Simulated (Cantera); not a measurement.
An adiabatic, constant-volume homogeneous reactor starts with 15.3 % CH4, 2.60 % C2H6, 17.3 % O2, 64.8 % N2, equivalence ratio 2.3, at 1400 K and 825 Torr.

Computed with Cantera and GRI-Mech 3.0 (53 species, 325 reactions).

One state of this run: T (K) = 2571; P (bar) = 2.51; x CH4 = 1.95e-10; x C2H6 = <1e-12; x O2 = 6.76e-6; x CH3 = 1.65e-10; x C2H = <1e-12; x CO2 = 0.0118; x C2H4 = <1e-12. x: mole fraction; the columns are a selection and need not sum to one.

Q: Which value of t (s) does it belong to?
A. 7.32e-6
B. 0.328
C. 4.36e-5
D. 1.79e-5

A: B, 0.328
